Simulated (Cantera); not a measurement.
A perfectly stirred reactor is fed with 3.52 % C₂H₄, 9.60 % O₂, 68.2 % N₂, 18.6 % H₂O, equivalence ratio 1.1, at 0.250 bar; it is adiabatic with a 450 K inlet, and is followed from long to short residence time, starting on the burning branch (τ in s: 0.23, 0.078, 0.026, 0.0088, 0.003, 0.001, 0.00034, 0.00011, 3.8e-05, 1.3e-05, 4.3e-06).

Computed with Cantera and GRI-Mech 3.0 (53 species, 325 reactions). GRI-Mech 3.0 was tuned for natural gas; its chemistry of ethylene as a main component is partial and can be far from experiment.

x: mole fraction; the columns are a selection and need not sum to one.

| τ (s) | T (K) | x C₂H₄ | x O₂ | x H₂O | x CO | x HCN |
|---|---|---|---|---|---|---|
| 0.23 | 1561 | 8.40e-6 | 0.00114 | 0.241 | 0.00887 | 4.65e-7 |
| 0.078 | 1540 | 1.70e-5 | 0.00208 | 0.239 | 0.00958 | 5.99e-7 |
| 0.026 | 1510 | 3.73e-5 | 0.00351 | 0.236 | 0.0108 | 7.71e-7 |
| 0.0088 | 1471 | 9.07e-5 | 0.00561 | 0.234 | 0.0131 | 1.00e-6 |
| 0.0030 | 1411 | [?] | [?] | 0.232 | [?] | [?] |
| 0.0010 | 450 | 0.0352 | 0.0960 | 0.186 | <1e-12 | <1e-12 |
| 0.00034 | 450 | 0.0352 | 0.0960 | 0.186 | <1e-12 | <1e-12 |
| 0.00011 | 450 | 0.0352 | 0.0960 | 0.186 | <1e-12 | <1e-12 |
| 3.8e-5 | 450 | 0.0352 | 0.0960 | 0.186 | <1e-12 | <1e-12 |
| 1.3e-5 | 450 | 0.0352 | 0.0960 | 0.186 | <1e-12 | <1e-12 |
| 4.3e-6 | 450 | 0.0352 | 0.0960 | 0.186 | <1e-12 | <1e-12 |

Complete the blanks.


- 0.0030, x C₂H₄: 0.000283
- 0.0030, x O₂: 0.00976
- 0.0030, x CO: 0.0192
- 0.0030, x HCN: 1.25e-6
